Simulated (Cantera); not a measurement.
An isothermal, constant-pressure homogeneous reactor starts with CH4 : N2 = 1 : 180 (molar parts), at 1925 K and 100.0 Torr. Integrator tolerance rtol = 1e-08.

Model: GRI-Mech 3.0 (53 species, 325 reactions), integrated in Cantera. GRI-Mech 3.0 stops at C3 and has no aromatics, soot or wall deposition, so with more carbon than oxygen in the feed, carbon stays in small species such as C2H2 where larger ones or solid carbon would form.

| quantity | before | after |
|---|---|---|
| x(CH4) at 8.00 s | 1.66e-8 (gas-phase equilibrium 1.93e-8) | 1.61e-9 (gas-phase equilibrium 7.91e-10) |
| x(CH3) at 8.00 s | 9.66e-9 (gas-phase equilibrium 1.13e-8) | 1.78e-9 (gas-phase equilibrium 8.77e-10) |
| x(H) at 8.00 s | 0.000238 (gas-phase equilibrium 0.000238) | 0.000124 (gas-phase equilibrium 0.000125) |
| x(HCN) at 8.00 s | 0.000122 (gas-phase equilibrium 0.00536) | 0.000104 (gas-phase equilibrium 0.00152) |
| x(C2H6) at 8.00 s | <1e-12 (gas-phase equilibrium <1e-12) | <1e-12 (gas-phase equilibrium <1e-12) |
| x(H2) at 8.00 s | 0.00812 (gas-phase equilibrium 0.00812) | 0.00224 (gas-phase equilibrium 0.00224) |

Name the change that produced these shifts.
A) pressure from 100.0 Torr to 1.00 bar
B) N2 180 to 650 parts
C) pressure from 100.0 Torr to 0.420 Torr
D) pressure from 100.0 Torr to 0.570 bar

B, N2 180 to 650 parts
